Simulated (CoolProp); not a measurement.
R236EA along the isobar 0.101 MPa: Z from the reference equation and from simpler models built on Tc = 412.4 K, pc = 3.414 MPa, ω = 0.368; each cubic takes its own stable root.

Values from CoolProp's reference Helmholtz-energy equation of state, Rui 2013.

```csv
T (K),phase,reference,van der Waals,Peng-Robinson
276.1,liquid,0.004477,0.9772,0.004336
282.9,gas,0.9582,0.9784,0.9639
289.7,gas,0.9619,0.9796,0.9664
296.4,gas,0.9651,0.9806,0.9685
303.2,gas,0.9680,0.9816,0.9706
310,gas,0.9706,0.9825,0.9724
316.7,gas,0.9728,0.9834,0.9741
323.5,gas,0.9749,0.9842,0.9757
330.3,gas,0.9768,0.9850,0.9772
337,gas,0.9785,0.9856,0.9786
343.8,gas,0.9800,0.9863,0.9798
350.6,gas,0.9814,0.9869,0.9810
357.3,gas,0.9826,0.9875,0.9821
364.1,gas,0.9838,0.9881,0.9831
370.9,gas,0.9849,0.9886,0.9841
```

At some of these states van der Waals gives the other phase, because its saturation line lies elsewhere.
